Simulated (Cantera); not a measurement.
Feed: 1 mol MgO, 17 mol CO, 17 mol H₂, held at 1975 K and 0.0750 Torr.

Cantera equilibrium calculation (NASA polynomials, part measured and part estimated; ideal gas, pure solids and liquids). Candidate condensed phases: C, C₆H₆, C₇H₈, C₈H₁₈, H₂O, Mg, MgCO₃, MgO, Mg(OH)₂; 116 gas species. Kinetics and transport are ignored.

Base state: CO 0.459, H₂ 0.400, H 0.0865, Mg 0.0273, H₂O 0.0213, CO₂ 0.00546, OH 0.000440, O 7.01e-5 (mole fractions); condensed: gas only.

Problem. What changes in the equilibrium state with this change: CO from 17 to 3.7 mol?

Solution. 
```tsv
species	before	after
H₂	0.400	0.644
CO	0.459	0.159
H	0.0865	0.110
H₂O	0.0213	0.0405
Mg	0.0273	0.0435
CO₂	0.00546	0.00223
MgOH	6.20e-6	1.48e-5
OH	0.000440	0.000659
O	7.01e-5	8.26e-5
```

Problem. What changes in the equilibrium state with this change: MgO replaced by PbO?

Solution. 
```json
[
 {"species": "CO", "before": "0.459", "after": "0.459"},
 {"species": "H₂", "before": "0.400", "after": "0.400"},
 {"species": "H", "before": "0.0865", "after": "0.0865"},
 {"species": "Pb", "before": "0", "after": "0.0273"},
 {"species": "Mg", "before": "0.0273", "after": "0"},
 {"species": "H₂O", "before": "0.0213", "after": "0.0213"},
 {"species": "OH", "before": "0.000440", "after": "0.000440"},
 {"species": "O", "before": "7.01e-5", "after": "7.01e-5"}
]
```
Further candidate phases: Pb, PbO, PbO₂, Pb₃O₄.
